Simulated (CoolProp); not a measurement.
Properties of R245fa along the isobar 43.1 bar.

The numbers come from the reference Helmholtz-energy equation of state, Akasaka 2015 in CoolProp.

```tsv
T (°C)	phase	expansivity (1/kK)	Prandtl number
71.15	liquid	2.527	…
77.55	liquid	2.662	4.25
83.95	liquid	2.819	4.11
90.25	liquid	2.998	…
96.65	liquid	3.213	3.86
103.05	liquid	3.471	…
109.45	liquid	3.788	3.64
115.85	liquid	…	3.55
122.15	liquid	4.689	3.47
128.55	liquid	5.377	3.41
134.95	liquid	6.359	3.36
141.35	liquid	…	3.36
147.75	liquid	10.59	3.43
154.05	supercritical	…	3.73
160.45	supercritical	50.77	5.37
166.85	supercritical	60.14	…
```

Q: What belongs in the gaps?

A: 
- 71.15, Prandtl number: 4.40
- 90.25, Prandtl number: 3.98
- 103.05, Prandtl number: 3.75
- 115.85, expansivity (1/kK): 4.184
- 141.35, expansivity (1/kK): 7.880
- 154.05, expansivity (1/kK): 16.84
- 166.85, Prandtl number: 3.46

Viscosity comes from a separate model (Bell 2016), an estimate that may be off by 10 % or more. Thermal conductivity comes from a separate model (Huber 2003), an estimate that may be off by 10 % or more.
